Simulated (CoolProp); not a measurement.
A single-stage vapour-compression cycle with the fluid: evaporating at 247.15 K (dew point), condensing at 292.15 K (bubble point), superheat 0 K, subcooling 0 K, compressor efficiency 0.8, no pressure losses. The same conditions are run with several fluids, on thermodynamics alone (safety and materials aside).

Values from CoolProp's reference Helmholtz-energy equation of state of each fluid (trans-2-butene: Lemmon 2005; sulfur hexafluoride: Guder 2009; R410A: Lemmon 2003; chlorine: Thol 2021; vinyl chloride: Thol 2022; R125: Lemmon 2005). Blends and air are pseudo-pure fits.

| fluid | cooling COP | pressure ratio | discharge temperature (K) | refrigerating effect (kJ/kg) | volumetric capacity (kJ/m³) |
|---|---|---|---|---|---|
| trans-2-butene | 3.76 | 6.04 | 309.8 | 329 | … |
| sulfur hexafluoride | 2.79 | 3.62 | 297.1 | 53.7 | 2490 |
| R410A | … | 4.45 | 325.3 | 182 | 2240 |
| chlorine | … | 4.63 | 386.4 | 239 | 1210 |
| vinyl chloride | 3.79 | 5.49 | … | … | … |
| R125 | … | 4.38 | 300.2 | 95.1 | … |

Question: Complete the blanks.

Answer: 
- trans-2-butene, volumetric capacity (kJ/m³): 293
- R410A, cooling COP: 3.47
- chlorine, cooling COP: 3.68
- vinyl chloride, discharge temperature (K): 343.4
- vinyl chloride, refrigerating effect (kJ/kg): 298
- vinyl chloride, volumetric capacity (kJ/m³): 553
- R125, cooling COP: 3.23
- R125, volumetric capacity (kJ/m³): 1620
